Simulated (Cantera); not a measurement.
Transport properties of process gases

Gas mixture: NO = 0.78 (molar parts), at 101000 Pa, frozen composition.

Cantera's kinetic-theory transport with the Lennard-Jones parameters of GRI-Mech 3.0, ideal gas; thermal conductivity in the mixture-averaged form. The composition is frozen, though it would react at the higher temperatures.

| T (K) | ρ (kg/m³) | cp (J/kg/K) | μ (µPa s) | λ (mW/m/K) | Pr | D (cm²/s) N2 | D (cm²/s) NO | D (cm²/s) O |
|---|---|---|---|---|---|---|---|---|
| 400 | 0.914 | 998.6 | 23.1 | 32.4 | 0.712 | 0.339 | 0.000 | 0.527 |
| 550 | 0.665 | 1028 | 28.9 | 42.0 | 0.707 | 0.584 | 0.000 | 0.906 |
| 700 | 0.522 | 1067 | 34.0 | 51.3 | 0.707 | 0.877 | 0.000 | 1.36 |
| 850 | 0.430 | 1104 | 38.6 | 60.2 | 0.708 | 1.21 | 0.000 | 1.88 |
| 1000 | 0.366 | 1133 | 42.9 | 68.6 | 0.709 | 1.59 | 0.000 | 2.47 |
| 1150 | 0.318 | 1153 | 47.0 | 76.7 | 0.707 | 2.01 | 0.000 | 3.11 |
| 1300 | 0.281 | 1171 | 50.9 | 84.5 | 0.706 | 2.47 | 0.000 | 3.81 |
D: mixture-averaged diffusion coefficient of that species in the mixture.
